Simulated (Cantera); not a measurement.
An isothermal, constant-pressure homogeneous reactor starts with CH4 : N2 = 1 : 66 (molar parts), at 1675 K and 10.00 Torr. Integrator tolerance rtol = 1e-08.

Computed with Cantera and GRI-Mech 3.0 (53 species, 325 reactions). GRI-Mech 3.0 stops at C3 and has no aromatics, soot or wall deposition, so with more carbon than oxygen in the feed, carbon stays in small species such as C2H2 where larger ones or solid carbon would form. Radical loss at walls, strong at low pressure, is not modelled.

Problem. What does this change do: CH4 1 to 0.3 parts?

Solution. 
```json
[
 {"quantity": "x(CH4) at 3.00 s", "before": "0.000734 (gas-phase equilibrium 1.65e-7)", "after": "0.000335 (gas-phase equilibrium 8.93e-9)"},
 {"quantity": "x(CH2) at 3.00 s", "before": "1.88e-7 (gas-phase equilibrium 1.58e-10)", "after": "1.60e-7 (gas-phase equilibrium 2.79e-11)"},
 {"quantity": "x(C2H2) at 3.00 s", "before": "0.00695 (gas-phase equilibrium 0.000590)", "after": "0.00206 (gas-phase equilibrium 6.04e-5)"},
 {"quantity": "x(C2H6) at 3.00 s", "before": "3.75e-8 (gas-phase equilibrium <1e-12)", "after": "1.64e-8 (gas-phase equilibrium <1e-12)"},
 {"quantity": "x(C2H) at 3.00 s", "before": "1.27e-7 (gas-phase equilibrium 1.99e-8)", "after": "5.34e-8 (gas-phase equilibrium 3.69e-9)"},
 {"quantity": "x(CH3) at 3.00 s", "before": "5.41e-5 (gas-phase equilibrium 2.29e-8)", "after": "3.45e-5 (gas-phase equilibrium 2.24e-9)"}
]
```

Problem. What does this change do: temperature 1675 to 1048 K?

Solution. 
```
quantity                                             before                                     after
-----------------  ----------------------------------------  ----------------------------------------
x(CH4) at 3.00 s   0.000734 (gas-phase equilibrium 1.65e-7)    0.0149 (gas-phase equilibrium 0.00131)
x(CH2) at 3.00 s   1.88e-7 (gas-phase equilibrium 1.58e-10)     <1e-12 (gas-phase equilibrium <1e-12)
x(C2H2) at 3.00 s  0.00695 (gas-phase equilibrium 0.000590)    <1e-12 (gas-phase equilibrium 0.00143)
x(C2H6) at 3.00 s    3.75e-8 (gas-phase equilibrium <1e-12)    <1e-12 (gas-phase equilibrium 2.28e-8)
x(C2H) at 3.00 s    1.27e-7 (gas-phase equilibrium 1.99e-8)     <1e-12 (gas-phase equilibrium <1e-12)
x(CH3) at 3.00 s    5.41e-5 (gas-phase equilibrium 2.29e-8)  5.23e-10 (gas-phase equilibrium 1.11e-8)
```
